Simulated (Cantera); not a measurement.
# Moist CO burnout

A perfectly stirred reactor is fed with 1.03 % CO, 0.572 % O2, 4.69 % H2O, 93.7 % N2, equivalence ratio 0.90, at 1.01 bar; it is held at 1025 K, and followed from long to short residence time.

Cantera simulation using GRI-Mech 3.0 (53 species, 325 reactions); the numbers are that mechanism's predictions, not measurements.

```json
[
 {"τ (s)": "0.45", "x CO": "0.00112", "x O2": "0.00120", "x H2O": "0.0469", "x HO2": "9.27e-7", "x H2": "0.000154", "x H2O2": "9.92e-8"},
 {"τ (s)": "0.27", "x CO": "0.00155", "x O2": "0.00143", "x H2O": "0.0469", "x HO2": "1.12e-6", "x H2": "0.000180", "x H2O2": "1.13e-7"},
 {"τ (s)": "0.16", "x CO": "0.00217", "x O2": "0.00175", "x H2O": "0.0468", "x HO2": "1.39e-6", "x H2": "0.000206", "x H2O2": "1.27e-7"},
 {"τ (s)": "0.093", "x CO": "0.00304", "x O2": "0.00220", "x H2O": "0.0468", "x HO2": "1.75e-6", "x H2": "0.000230", "x H2O2": "1.43e-7"},
 {"τ (s)": "0.055", "x CO": "0.00414", "x O2": "0.00275", "x H2O": "0.0467", "x HO2": "2.18e-6", "x H2": "0.000246", "x H2O2": "1.61e-7"},
 {"τ (s)": "0.032", "x CO": "0.00548", "x O2": "0.00343", "x H2O": "0.0467", "x HO2": "2.68e-6", "x H2": "0.000251", "x H2O2": "1.84e-7"},
 {"τ (s)": "0.019", "x CO": "0.00686", "x O2": "0.00411", "x H2O": "0.0467", "x HO2": "3.17e-6", "x H2": "0.000239", "x H2O2": "2.09e-7"},
 {"τ (s)": "0.011", "x CO": "0.00820", "x O2": "0.00476", "x H2O": "0.0467", "x HO2": "3.59e-6", "x H2": "0.000203", "x H2O2": "2.37e-7"},
 {"τ (s)": "0.0067", "x CO": "0.00915", "x O2": "0.00521", "x H2O": "0.0467", "x HO2": "3.82e-6", "x H2": "0.000147", "x H2O2": "2.61e-7"},
 {"τ (s)": "0.0039", "x CO": "0.00985", "x O2": "0.00552", "x H2O": "0.0468", "x HO2": "3.86e-6", "x H2": "7.51e-5", "x H2O2": "2.81e-7"},
 {"τ (s)": "0.0023", "x CO": "0.0102", "x O2": "0.00567", "x H2O": "0.0468", "x HO2": "3.42e-6", "x H2": "1.80e-5", "x H2O2": "2.43e-7"}
]
```
x: mole fraction; the columns are a selection and need not sum to one.
